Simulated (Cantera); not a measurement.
## Premixed flame

A freely propagating, adiabatic, planar premixed flame of H₂ : O₂ : N₂ = 1 : 0.25 : 0.94 (molar parts), equivalence ratio 2.0, unburnt at 573 K and 1.00 bar; mixture-averaged transport, grid criteria slope 0.08 and curve 0.16, no radiation.

Detailed kinetics in Cantera: the H2/O2 subset of GRI-Mech 3.0, which has no nitrogen chemistry. Burning velocities carry a grid error of a few per cent, more on coarse grids.

```tsv
z (mm)	T (K)	u (m/s)	x H₂	x O₂	x OH	x H₂O₂	x H₂O	x H
-1.34	573	8.35	0.457	0.114	<1e-8	<1e-8	<1e-8	<1e-8
-0.893	573	8.35	0.457	0.114	<1e-8	<1e-8	<1e-8	<1e-8
-0.670	573	8.35	0.457	0.114	<1e-8	<1e-8	<1e-8	<1e-8
-0.447	573	8.35	0.457	0.114	<1e-8	<1e-8	1.10e-7	6.75e-8
-0.223	597	8.67	0.453	0.114	8.40e-5	4.04e-6	0.00111	0.000331
-0.112	821	11.7	0.420	0.108	0.000637	9.69e-6	0.0208	0.00944
0	1228	16.9	0.316	0.0689	0.00229	1.93e-6	0.104	0.0526
0.112	1502	20.5	0.225	0.0173	0.00424	1.02e-6	0.203	0.0891
0.223	1619	22.0	0.206	0.00333	0.00465	6.32e-7	0.232	0.0918
0.447	1733	23.4	0.210	0.000849	0.00508	4.11e-7	0.239	0.0799
0.893	1852	24.8	0.220	0.000557	0.00519	2.39e-7	0.242	0.0638
1.79	1969	26.1	0.229	0.000343	0.00478	1.27e-7	0.245	0.0477
3.57	2071	27.2	0.238	0.000180	0.00394	6.49e-8	0.249	0.0333
```
x: mole fraction of selected species; z is measured from the peak of heat release.

The laminar burning velocity comes out as 835 cm/s. The thermal thickness comes out as 0.447 mm and the peak x(OH) is 0.00520. The peak x(H₂O₂) is 1.10e-5. The peak x(H) comes out as 0.0929 and the grid points is 133.
